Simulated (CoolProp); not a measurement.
Saturated liquid density (kg/m³) of normal hydrogen: the reference equation beside estimates from Tc = -240.0 °C, pc = 1296 kPa, ω = -0.219. Rackett uses Z = 0.29056 − 0.08775 ω.

Computed with CoolProp (reference Helmholtz-energy equation of state, Leachman 2009).

```csv
T (°C),reference,Rackett,van der Waals,Soave-Redlich-Kwong,Peng-Robinson
-252.75,70.81,74.68,57.83,78.64,88.53
-251.75,69.64,___,56.57,76.51,86.16
-250.75,68.38,71.58,55.24,74.28,83.67
-249.75,67.05,___,53.84,71.94,81.05
-248.75,65.61,68.19,52.36,69.47,78.27
-247.65,63.91,66.16,50.61,66.59,75.00
-246.65,62.21,64.19,48.90,63.80,71.82
-245.65,___,62.06,47.05,60.80,68.38
-244.65,___,59.73,___,57.54,___
-243.65,55.88,57.12,42.73,53.95,60.47
-242.65,53.05,___,40.10,49.88,55.74
-241.65,49.44,50.31,36.92,45.04,50.10
-240.65,43.92,44.77,32.50,38.54,42.51
```

**Question.** Complete the blanks.

**Answer.** 
- -251.75, Rackett: 73.16
- -249.75, Rackett: 69.92
- -245.65, reference: 60.35
- -244.65, reference: 58.27
- -244.65, van der Waals: 45.01
- -244.65, Peng-Robinson: 64.63
- -242.65, Rackett: 54.08

Absolute difference from the reference over all 13 rows, mean and median: Rackett 3.3 and 3.2 %, van der Waals 21.7 and 21.4 %, Soave-Redlich-Kwong 6.3 and 6.0 %, Peng-Robinson 14.3 and 15.4 %.
